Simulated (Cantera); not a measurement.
An isothermal, constant-pressure homogeneous reactor starts with C2H6 : N2 = 1 : 13 (molar parts), at 1000 K and 100.0 Torr. Integrator tolerance rtol = 1e-08.

Computed with Cantera and GRI-Mech 3.0 (53 species, 325 reactions). GRI-Mech 3.0 stops at C3 and has no aromatics, soot or wall deposition, so with more carbon than oxygen in the feed, carbon stays in small species such as C2H2 where larger ones or solid carbon would form.

Task: What does this change do: C2H6 1 to 0.38 parts?

Result: 
```tsv
quantity	before	after
x(C2H6) at 300 s	0.00121 (gas-phase equilibrium 5.85e-5)	0.000217 (gas-phase equilibrium 1.16e-5)
x(H2) at 300 s	0.0672 (gas-phase equilibrium 0.0159)	0.0321 (gas-phase equilibrium 0.0114)
x(C2H2) at 300 s	0.0103 (gas-phase equilibrium 0.00945)	0.00709 (gas-phase equilibrium 0.00365)
x(C2H4) at 300 s	0.0507 (gas-phase equilibrium 0.0103)	0.0191 (gas-phase equilibrium 0.00284)
x(CH3) at 300 s	9.60e-8 (gas-phase equilibrium 6.22e-8)	3.79e-8 (gas-phase equilibrium 2.77e-8)
```

Task: What does this change do: temperature 1000 to 1225 K?

Result: 
```tsv
quantity	before	after
x(C2H6) at 300 s	0.00121 (gas-phase equilibrium 5.85e-5)	7.56e-6 (gas-phase equilibrium 3.76e-6)
x(H2) at 300 s	0.0672 (gas-phase equilibrium 0.0159)	0.101 (gas-phase equilibrium 0.0952)
x(C2H2) at 300 s	0.0103 (gas-phase equilibrium 0.00945)	0.0511 (gas-phase equilibrium 0.0251)
x(C2H4) at 300 s	0.0507 (gas-phase equilibrium 0.0103)	0.00561 (gas-phase equilibrium 0.00262)
x(CH3) at 300 s	9.60e-8 (gas-phase equilibrium 6.22e-8)	1.25e-6 (gas-phase equilibrium 1.07e-6)
```

Task: What does this change do: temperature 1000 to 1048 K?

Result: 
| quantity | before | after |
|---|---|---|
| x(C2H6) at 300 s | 0.00121 (gas-phase equilibrium 5.85e-5) | 0.000447 (gas-phase equilibrium 3.88e-5) |
| x(H2) at 300 s | 0.0672 (gas-phase equilibrium 0.0159) | 0.0738 (gas-phase equilibrium 0.0285) |
| x(C2H2) at 300 s | 0.0103 (gas-phase equilibrium 0.00945) | 0.0211 (gas-phase equilibrium 0.0121) |
| x(C2H4) at 300 s | 0.0507 (gas-phase equilibrium 0.0103) | 0.0379 (gas-phase equilibrium 0.00837) |
| x(CH3) at 300 s | 9.60e-8 (gas-phase equilibrium 6.22e-8) | 2.72e-7 (gas-phase equilibrium 1.45e-7) |
